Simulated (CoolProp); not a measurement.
Saturation properties of methanol.

The numbers come from the reference Helmholtz-energy equation of state, de Reuck 1993 in CoolProp.

| T (K) | p (bar) | liquid density (kg/m³) | enthalpy of vaporisation (kJ/kg) | liquid conductivity (mW/(m K)) |
|---|---|---|---|---|
| 301.9 | 0.2058 | 782.7 | 1163 | 199 |
| 304.8 | 0.2379 | 780.0 | 1159 | 199 |
| 307.6 | 0.2729 | 777.4 | 1154 | 198 |
| 310.5 | 0.3136 | 774.6 | 1149 | 198 |
| 313.3 | 0.3577 | 772.0 | 1145 | 197 |
| 316.1 | 0.4069 | 769.3 | 1140 | 197 |
| 319 | 0.4638 | 766.5 | 1135 | 196 |
| 321.8 | 0.5250 | 763.8 | 1130 | 196 |
| 324.7 | 0.5954 | 761.0 | 1125 | 195 |
| 327.5 | 0.6707 | 758.3 | 1120 | 195 |
| 330.3 | 0.7538 | 755.6 | 1115 | 194 |
| 333.2 | 0.8489 | 752.7 | 1110 | 193 |
| 336 | 0.9499 | 750.0 | 1104 | 193 |

It boils at 337.6 K under 1 atm.

Thermal conductivity comes from a separate model (Sykioti 2013).
